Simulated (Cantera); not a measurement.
Charge: 1 mol C6H6, 0.68 mol H2, held at 2825 K and 1.33 mbar.

Method: chemical equilibrium by Gibbs-energy minimisation in Cantera with the NASA 1993 tables (ideal gas, pure condensed phases). Candidate condensed phases: C, C6H6, C7H8, C8H18; 76 gas species. Rates play no part.

Base state: H 0.833, H2 0.116, C3 0.0321, C 0.00648, C2H2 (acetylene) 0.00421, C2H 0.00397, C2 0.00315, C5 0.000335 (mole fractions); condensed: C(graphite).

What changes in the equilibrium state with this change: pressure from 1.33 mbar to 27.0 mbar?


| species | before | after |
|---|---|---|
| H2 | 0.116 | 0.566 |
| H | 0.833 | 0.409 |
| C2H2 (acetylene) | 0.00421 | 0.0205 |
| C3 | 0.0321 | 0.00159 |
| C5 | 0.000335 | 1.65e-5 |
| C2 | 0.00315 | 0.000156 |
| C | 0.00648 | 0.000320 |
| C4 | 6.39e-5 | 3.16e-6 |
| C(graphite), mol | 5.13 | 5.76 |
